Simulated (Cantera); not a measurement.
Feed: 1 mol BF3, 0.21 mol N2, 26 mol NH3, at 1400 K and 14.0 Pa.

Cantera equilibrium calculation (NASA polynomials, part measured and part estimated; ideal gas, pure solids and liquids). Candidate condensed phases: B, BN; 31 gas species. The tables' values for BF2 are old estimates; treat these amounts as uncertain. The numbers say what is thermodynamically allowed, not how fast it happens.

**Question.** What is the equilibrium state?

**Answer.** 
```
Item                                 Value
-------------------------------  ---------
x(H2)                                0.725
x(N2)                                0.246
x(HF)                               0.0144
x(BF3)                              0.0132
x(BF2)                            0.000751
x(H)                              0.000350
x(BHF2)                           0.000253
x(BF)                             0.000175
n(BN(s))                         0.232 mol
gas amount                       53.25 mol
log10 activity of B(s) (absent)      -2.52
```
